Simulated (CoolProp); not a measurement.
Properties of tetrahydrofuran at several states (Tc = 267.0 °C, pc = 5304 kPa, ω = 0.234).

Values from CoolProp's reference Helmholtz-energy equation of state, Fiedler 2023.

| T (°C) | p (kPa) | phase | cp (kJ/(kg K)) | cv (kJ/(kg K)) | Joule-Thomson coefficient (K/MPa) |
|---|---|---|---|---|---|
| 189.25 | 1270 | gas | 1.869 | 1.637 | 13.29 |
| -40.95 | 6160 | liquid | 1.528 | 1.041 | -0.5127 |
| 107.05 | 239 | gas | 1.438 | 1.297 | 19.59 |
| 17.85 | 50.4 | liquid | 1.698 | 1.175 | -0.4252 |
| 179.05 | 550 | gas | 1.734 | 1.581 | 12.08 |
